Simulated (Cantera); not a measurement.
# Adiabatic ignition

An adiabatic, constant-pressure homogeneous reactor starts with 7.86 % C2H4, 15.7 % O2, 59.1 % N2, 17.3 % CO2, at 1725 K and 1.58 atm.

Cantera simulation using GRI-Mech 3.0 (53 species, 325 reactions); the numbers are that mechanism's predictions, not measurements. GRI-Mech 3.0 was tuned for natural gas; its chemistry of ethylene as a main component is partial and can be far from experiment.

| t (s) | T (K) | x C2H4 | x O2 | x CO2 | x HO2 | x CH4 | x CH2CO |
|---|---|---|---|---|---|---|---|
| 5.00e-6 | 1725 | 0.0776 | 0.156 | 0.173 | 0.000190 | 6.28e-6 | 0.000287 |
| 2.32e-5 | 2595 | <1e-12 | 0.0147 | 0.136 | 3.53e-6 | <1e-12 | <1e-12 |
| 0.000108 | 2687 | <1e-12 | 0.0115 | 0.143 | 3.20e-6 | <1e-12 | <1e-12 |
| 0.000500 | 2747 | <1e-12 | 0.00900 | 0.148 | 2.92e-6 | <1e-12 | <1e-12 |
| 0.00232 | 2740 | <1e-12 | 0.00821 | 0.147 | 2.68e-6 | <1e-12 | <1e-12 |
| 0.0108 | 2737 | <1e-12 | 0.00797 | 0.147 | 2.61e-6 | <1e-12 | <1e-12 |
| 0.0500 | 2737 | <1e-12 | 0.00797 | 0.147 | 2.61e-6 | <1e-12 | <1e-12 |
| 0.232 | 2737 | <1e-12 | 0.00797 | 0.147 | 2.61e-6 | <1e-12 | <1e-12 |
| 1.08 | 2737 | <1e-12 | 0.00797 | 0.147 | 2.61e-6 | <1e-12 | <1e-12 |
| 5.00 | 2737 | <1e-12 | 0.00797 | 0.147 | 2.61e-6 | <1e-12 | <1e-12 |
x: mole fraction; the columns are a selection and need not sum to one.

The time of steepest temperature rise comes out as 11.1 µs and the temperature at 5.00 s comes out as 2737 K. The equilibrium temperature is 2737 K and the x(C2H4) at 5.00 s comes out as <1e-12 (gas-phase equilibrium <1e-12). The x(O2) at 5.00 s is 0.00797 (gas-phase equilibrium 0.00797) and the x(CO2) at 5.00 s is 0.147 (gas-phase equilibrium 0.147).
